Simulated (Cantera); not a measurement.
Cantera run:

```python
import numpy as np
import cantera as ct

gas_names = [...]  # 47 gases of nasa_gas.yaml made of Cl, H, N, O, Si
cond_names = """
    H2O(s) H2O(L) NH4CL(a) NH4CL(b) Si(cr) Si(L) SiO2(Lqz) SiO2(hqz) SiO2(L) Si2N2O(s) Si3N4(a)
""".split()


# ... load() reads the species with a 1 bar reference pressure and builds the phases ...
atoms = {
    'SiH2Cl2': {'Si': 1, 'H': 2, 'CL': 2},
    'N2O': {'N': 2, 'O': 1},
}
top_T = {'Si2N2O(s)': 2100, 'Si3N4(a)': 2400}  # K; cautious upper limits of use, not melting points


# ... equilibrate(T, P, feed) seeds the gas with the atoms and calls Mixture.equilibrate('TP', solver="vcs", rtol=1e-11, max_steps=5000) ...
results = []
feed = {'SiH2Cl2': 1, 'N2O': 23}  # mol
T = 673  # K
P = 35  # Pa
mix = equilibrate(T, P, feed)
results.append((T, P, feed, dict(zip(mix.species_names, mix.species_moles))))
x = sorted(zip(gas.X, gas.species_names), reverse=True)
print(f"T = {T:g} K  P = {P:g} Pa  gas = {mix.phase_moles(0):.4g} mol")
print("   x: " + "  ".join(f"{s} {v:.3e}" for v, s in x if v > 0.001))
print("   condensed (mol): " + ("  ".join(f"{mix.phase(i).name} {mix.phase_moles(i):.4g}"
      for i in range(1, mix.n_phases) if mix.phase_moles(i) > 1e-12) or "none"))
```

It prints:

```
T = 673 K  P = 35 Pa  gas = 35.3 mol
   x: N2 6.515e-01  O2 2.918e-01  HCL 3.433e-02  H2O 1.116e-02  CL2 1.116e-02
   condensed (mol): SiO2(Lqz) 1
```

Cantera equilibrium calculation (NASA polynomials, part measured and part estimated; ideal gas, pure solids and liquids).
